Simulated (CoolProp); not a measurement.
A Linde-Hampson liquefier for normal hydrogen: isothermal reversible compression at 250 K from 1 atm to 10 MPa, throttling to 1 atm, return gas leaving the recuperator 2 K below the feed. Each further row changes one setting.

The numbers come from the reference Helmholtz-energy equation of state, Leachman 2009 in CoolProp.

```json
[
 {"case": "as stated", "compression work (kJ/kg of gas)": "4800"},
 {"case": "high pressure 20 MPa", "compression work (kJ/kg of gas)": "5590"},
 {"case": "warm-end temperature 280 K", "compression work (kJ/kg of gas)": "5370"},
 {"case": "warm-end gap 7 K", "compression work (kJ/kg of gas)": "4800"}
]
```
